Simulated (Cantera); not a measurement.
Predominance diagram of Sr at 1225 K against the partial pressures of O2 and Cl2 (log10, bar). Cantera with NASA thermochemical tables; ideal gases at 1 bar, condensed phases pure. Candidates: Sr(l), SrCl2(l), SrO(s). Only these pure phases compete in this equilibrium. Not in the tables: the peroxide, oxide halides.

```
log p(Cl2) \ log p(O2)
        columns: -20, -18.6, -17.1, -15.7, -14.3, -12.9, -11.4, -10, -8.6, -7.1, -5.7, -4.3, -2.9, -1.4, 0
      0  A A A A A A A A A A A A A A A
   -3.6  A A A A A A A A A A A A A A A
   -7.1  A A A A A A A A A A A A A A A
  -10.7  A A A A A A A A A A B B B B B
  -14.2  A A A A A B B B B B B B B B B
  -17.8  B B B B B B B B B B B B B B B
  -21.3  B B B B B B B B B B B B B B B
  -24.9  B B B B B B B B B B B B B B B
  -28.4  B B B B B B B B B B B B B B B
    -32  B B B B B B B B B B B B B B B
```

A: SrCl2(l); B: SrO(s).
